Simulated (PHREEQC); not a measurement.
A solution holds 0.052 mol/kgw CdCl2, 0.00014 mol/kgw NaOH and 0.24 mol/kgw FeSO4, at 20 °C. Closed to the air; pH follows from the charge balance.

All values are PHREEQC results (ion-association model, wateq4f.dat), not measurements.

### Question
The ionic strength comes out as 0.578 mol/kgw. What activity coefficients do NaSO4-, Cd(SO4)2-2, FeCl+, SO4-2, CdCl3- get?

### Answer
NaSO4- 0.69, Cd(SO4)2-2 0.30, FeCl+ 0.67, SO4-2 0.20, CdCl3- 0.74.

Precipitation was switched off in this run.
